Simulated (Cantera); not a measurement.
An isothermal plug-flow reactor at 750 K and 1.00 bar (inlet), inlet velocity 1.2 m/s, active area per volume 2400 1/m; feed 0.970 % CO, 19.2 % O2, 79.8 % N2, equivalence ratio 0.025.

Model: Deutschmann's 1995 Pt surface mechanism with GRI-Mech 3.0 gas chemistry, integrated in Cantera. Catalytic surfaces can have several steady states; this one follows from the mechanism file's or the stated starting coverage. Mass transfer to the wall is taken as infinitely fast.

One state of this run: x CO = 0.00870; x O2 = 0.192; x H2O = <1e-12; x CO2 = 0.00101; θ free Pt = 0.0274; θ O* = 0.970; θ CO* = 0.00256. x: gas mole fraction; θ: surface coverage.

Question: Which value of z (m) does it belong to?
A) 0.00019
B) 0.0051
C) 9.9e-05
D) 0.0014

Answer: A, 0.00019
